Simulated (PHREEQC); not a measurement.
A solution holds 1.1 mol/kgw H2SO4 and 0.039 mol/kgw Na2B4O7, at 52 °C. Closed to the air; pH follows from the charge balance.

Model: ion-association model, wateq4f.dat, run in PHREEQC.

- pH: 0.11
- ionic strength: 1.17 mol/kgw
- activity of water: 0.959
- total alkalinity: -2120 meq/kg

```tsv
species	molality	activity	log γ
HSO4-	1.06	0.639	-0.221
H+	1.06	0.772	-0.137
H3BO3	0.156	0.204	0.117
Na+	0.0758	0.0536	-0.150
SO4-2	0.0335	0.00446	-0.875
NaSO4-	0.00221	0.00140	-0.197
```

No solid was allowed to form. Ionic strength above about 0.7 mol/kgw puts this run outside the model's range. At this temperature some constants are extrapolated from 25 °C, and those without enthalpy data are left unchanged.
